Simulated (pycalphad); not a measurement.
An equivalent pycalphad script:

```python
from pycalphad import Database, equilibrium, calculate, variables as v
import numpy as np
db = Database('COST507.tdb')
comps = ['AL', 'C', 'VA']
phases = ['AL4C3', 'FCC_A1', 'GRAPHITE', 'LIQUID']
eq = equilibrium(db, comps, phases, {v.X('C'): 0.004, v.T: np.arange(1850, 499, -50), v.P: 101325, v.N: 1}, output=['HM', 'SM'])
```

Source of the numbers: pycalphad with the COST 507 light-alloy database (1999); pressure 1 atm. The data set is of 1999 and partly superseded. Phase fractions are per mole of atoms. Diffusion is slow at the low end, where real alloys seldom reach equilibrium.

Results at three of the temperatures:

```
T = 1200.00 K, P = 101325 Pa, N = 1 mol of atoms
G = -58040 J/mol, H = 36856 J/mol, S = 79.08 J/(mol K)  (SER reference)
chemical potentials (J/mol): Al -57996, C -68955
phase             fraction      x(Al)       x(C)
LIQUID              0.9907     1.0000   8.21e-07
AL4C3               0.0093     0.5714     0.4286
```

```
T = 750.00 K, P = 101325 Pa, N = 1 mol of atoms
G = -27642 J/mol, H = 11981 J/mol, S = 52.83 J/(mol K)  (SER reference)
chemical potentials (J/mol): Al -27472, C -69740
phase             fraction      x(Al)       x(C)
FCC_A1              0.9907     1.0000   1.66e-13
AL4C3               0.0093     0.5714     0.4286
```

```
T = 700.00 K, P = 101325 Pa, N = 1 mol of atoms
G = -25051 J/mol, H = 10503 J/mol, S = 50.79 J/(mol K)  (SER reference)
chemical potentials (J/mol): Al -24872, C -69596
phase             fraction      x(Al)       x(C)
FCC_A1              0.9907     1.0000   7.59e-14
AL4C3               0.0093     0.5714     0.4286
```

Changes of the phase set, refined by bisection:

```
T (K)     phases above    phases below
------  --------------  --------------
1815.6          liquid  AL4C3 + liquid
933.4   AL4C3 + liquid     AL4C3 + fcc
```

Database names, with the compositions (at.%) that they take in these runs: AL4C3: Al 57 C 43. FCC_A1 is fcc.
